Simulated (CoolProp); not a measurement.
Model: reference Helmholtz-energy equation of state, Akasaka 2015, in CoolProp.

Give the vapour pressure (MPa), liquid density (kg/m³), vapour density (kg/m³), enthalpy of vaporisation (kJ/kg) of saturated R245fa at 289.2, 336.7, 384.3 K.


| T (K) | p (MPa) | liquid density (kg/m³) | vapour density (kg/m³) | enthalpy of vaporisation (kJ/kg) |
|---|---|---|---|---|
| 289.2 | 0.105 | 1360 | 6.15 | 196 |
| 336.7 | 0.511 | 1230 | 28.1 | 167 |
| 384.3 | 1.61 | 1040 | 95.6 | 123 |
